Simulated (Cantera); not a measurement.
What does this Cantera script print?

```python
import numpy as np
import cantera as ct

gas_names = """
    Br Br2 H HBr H2 N NH NH2 NH3 N2 N2H2 N2H4 Si SiBr SiBr2 SiBr3 SiBr4 SiH SiHBr3 SiH2 SiH2Br2 SiH3
    SiH3Br SiH4 SiN Si2 Si2N Si3
""".split()
cond_names = """
    Br2(cr) Br2(L) Si(cr) Si(L) Si3N4(a)
""".split()


# ... load() reads the species with a 1 bar reference pressure and builds the phases ...
atoms = {
    'Si': {'Si': 1},
    'HBr': {'H': 1, 'Br': 1},
    'N2': {'N': 2},
}
top_T = {'Si3N4(a)': 2400}  # K; cautious upper limits of use, not melting points


# ... equilibrate(T, P, feed) seeds the gas with the atoms and calls Mixture.equilibrate('TP', solver="vcs", rtol=1e-11, max_steps=5000) ...
results = []
feed = {'Si': 1, 'HBr': 1.8, 'N2': 35}  # mol
T = 1125  # K
P = 9.2  # Pa
mix = equilibrate(T, P, feed)
results.append((T, P, feed, dict(zip(mix.species_names, mix.species_moles))))
print(gas.report(threshold=1e-05))
for i in range(1, mix.n_phases):
    print(f"{mix.phase(i).name:16s} {mix.phase_moles(i):12.5e} mol")
```

Result:

```
       temperature   1125 K
          pressure   9.2 Pa
           density   3.0155e-05 kg/m^3
  mean mol. weight   30.66 kg/kmol
   phase of matter   gas

                          1 kg             1 kmol
                     ---------------   ---------------
          enthalpy        7.8456e+05        2.4054e+07  J
   internal energy        4.7947e+05          1.47e+07  J
           entropy             10161        3.1153e+05  J/K
    Gibbs function       -1.0646e+07       -3.2641e+08  J
 heat capacity c_p            1086.3             33306  J/K
 heat capacity c_v            815.12             24991  J/K

                      mass frac. Y      mole frac. X     chem. pot. / RT
                     ---------------   ---------------   ---------------
                Br         0.0064127         0.0024606           -25.879
               HBr            0.1155          0.043765           -42.336
                H2         0.0001962         0.0029838           -32.915
                N2           0.86756           0.94948            -34.52
             SiBr2         0.0050982         0.0008319            -62.68
             SiBr3        0.00050309        5.7598e-05           -88.559
             SiBr4          0.004728         0.0004169           -114.44
     [  +21 minor]        8.9888e-06        1.7766e-06

Br2(L)            0.00000e+00 mol
Si(cr)            0.00000e+00 mol
Si3N4(a)          3.17569e-01 mol
```

Equilibrium computed with Cantera from the NASA thermochemical tables; the gas is ideal and each condensed phase is pure. N2 is the only nitrogen source here; it is nearly inert below about 1500 K, so the nitride shown seldom forms there in practice. The tables' values for SiBr3 are old estimates; treat these amounts as uncertain.
